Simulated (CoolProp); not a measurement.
C3F8 (R218) along the isotherm 267.2 K: density (kg/m³) from the reference equation and from simpler models built on Tc = 345.0 K, pc = 26.40 bar, ω = 0.317; each cubic takes its own stable root.

Values from CoolProp's reference Helmholtz-energy equation of state, Lemmon 2006. It is a short technical equation, of lower accuracy than the large ones.

```json
[
 {"p (bar)": "22.2", "phase": "liquid", "reference": "1497"},
 {"p (bar)": "44.4", "phase": "liquid", "reference": "1513"},
 {"p (bar)": "66.7", "phase": "liquid", "reference": "1527"},
 {"p (bar)": "88.9", "phase": "liquid", "reference": "1540"},
 {"p (bar)": "111", "phase": "liquid", "reference": "1552"},
 {"p (bar)": "133", "phase": "liquid", "reference": "1563"},
 {"p (bar)": "156", "phase": "liquid", "reference": "1574"},
 {"p (bar)": "178", "phase": "liquid", "reference": "1583"},
 {"p (bar)": "200", "phase": "liquid", "reference": "1592"}
]
```

Question: How far does each simpler model (van der Waals, Redlich-Kwong, Soave-Redlich-Kwong, Peng-Robinson) lie from the reference over these 9 states: mean and median of the absolute difference, and the worst?

Answer: 
- van der Waals: mean 32.5 %, median 32.0 %, worst -36.5 % at 267.2 K and 22.2 bar
- Redlich-Kwong: mean 6.5 %, median 6.1 %, worst -10.4 % at 267.2 K and 22.2 bar
- Soave-Redlich-Kwong: mean 3.5 %, median 3.3 %, worst -5.6 % at 267.2 K and 22.2 bar
- Peng-Robinson: mean 8.6 %, median 8.8 %, worst +9.7 % at 267.2 K and 200 bar
